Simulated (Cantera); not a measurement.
Cantera with NASA thermochemical tables; ideal gases at 1 bar, condensed phases pure. Values are per mole of reaction as written; species without (g) are pure solids or liquids, kept so even where they would boil at 1 bar.

Ti₄O₇ ⇌ O₃(g) + 4 TiO(g)

```csv
T (K),ΔH° (kJ),ΔS° (J/K),ΔG° (kJ),log10 K
300,3763.9,973.9,3471.7,-604.47
1325,3681.8,863.5,2537.7,-100.04
1425,?,?,?,?
1525,?,?,?,?
1625,3653.0,843.9,2281.7,-73.34
1725,3643.3,838.1,2197.6,-66.54
1825,3633.7,832.7,2114.1,-60.51
```

What belongs in the gaps?


- 1425, ΔH° (kJ): 3672.2
- 1425, ΔS° (J/K): 856.5
- 1425, ΔG° (kJ): 2451.7
- 1425, log10 K: -89.87
- 1525, ΔH° (kJ): 3662.6
- 1525, ΔS° (J/K): 850.0
- 1525, ΔG° (kJ): 2366.4
- 1525, log10 K: -81.05
